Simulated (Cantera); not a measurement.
Feed: 1 mol Pb, 1.3 mol CO, 16 mol N2, at 1248.15 K and 710000 Pa.

Method: chemical equilibrium by Gibbs-energy minimisation in Cantera with the NASA 1993 tables (ideal gas, pure condensed phases). Candidate condensed phases: C, Pb, PbO, PbO2, Pb3O4; 27 gas species. Equilibrium is a limit: real reactors are often held back by kinetics, nucleation or transport.

Base state: N2 0.925, CO 0.0744, CO2 0.000387, Pb 0.000184 (mole fractions); condensed: C(graphite) + Pb(l).

**Question.** What changes in the equilibrium state with this change: temperature from 1248.15 K to 1023.15 K?

**Answer.** 
```csv
species,before,after
N2,0.925,0.933
CO,0.0744,0.0585
CO2,0.000387,0.00866
Pb,0.000184,3.77e-6
"C(graphite), mol",0.00670,0.149
"Pb(l), mol",0.997,1.000
```
